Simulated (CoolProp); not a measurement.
Vapour-liquid equilibrium of cis-2-butene (1) + acetone (2) at 402.5 K; x and y are mole fractions of (1).

Computed with CoolProp (multi-fluid Helmholtz-energy mixture model, Lemmon 2005 and Lemmon 2006; pair parameters Bell 2016).

Q: Give the bubble pressure and the first vapour's composition at x = 0.25, 0.45, 0.75. Is there an azeotrope?

A: x = 0.25: 14.30 bar, y = 0.531; x = 0.45: 18.12 bar, y = 0.678; x = 0.75: 22.17 bar, y = 0.831. No azeotrope shows between x = 0.05 and 0.95.

Pair parameters are fitted to limited data, so mixtures are less certain than the pure fluids.
